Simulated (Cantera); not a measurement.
Gas mixture: CH₄ : C₂H₄ = 0.44 : 0.19 (molar parts), at 900 Torr, frozen composition.

Cantera's kinetic-theory transport with the Lennard-Jones parameters of GRI-Mech 3.0, ideal gas; thermal conductivity in the multicomponent form. The composition is frozen, though it would react at the higher temperatures.

D: mixture-averaged diffusion coefficient of that species in the mixture.

| T (K) | ρ (kg/m³) | cp (J/kg/K) | μ (µPa s) | λ (mW/m/K) | Pr | D (cm²/s) CO₂ | D (cm²/s) N₂ | D (cm²/s) H |
|---|---|---|---|---|---|---|---|---|
| 400 | 0.710 | 2247 | ? | 44.7 | 0.709 | 0.218 | 0.284 | 1.49 |
| 550 | 0.516 | 2786 | ? | 70.7 | 0.717 | 0.390 | 0.495 | 2.62 |
| 700 | 0.405 | 3281 | ? | 99.4 | 0.721 | 0.598 | 0.748 | 3.98 |
| 850 | 0.334 | 3686 | ? | 128 | 0.721 | 0.839 | 1.04 | 5.55 |
| 1000 | 0.284 | 4058 | ? | 158 | 0.722 | 1.11 | 1.37 | 7.31 |
| 1150 | 0.247 | 4360 | ? | 187 | 0.722 | 1.41 | 1.73 | 9.25 |
| 1300 | 0.218 | 4617 | ? | 216 | 0.721 | 1.73 | 2.12 | 11.4 |

Q: Complete the blanks.

A: 
- 400, μ (µPa s): 14.1
- 550, μ (µPa s): 18.2
- 700, μ (µPa s): 21.8
- 850, μ (µPa s): 25.1
- 1000, μ (µPa s): 28.2
- 1150, μ (µPa s): 31.0
- 1300, μ (µPa s): 33.7
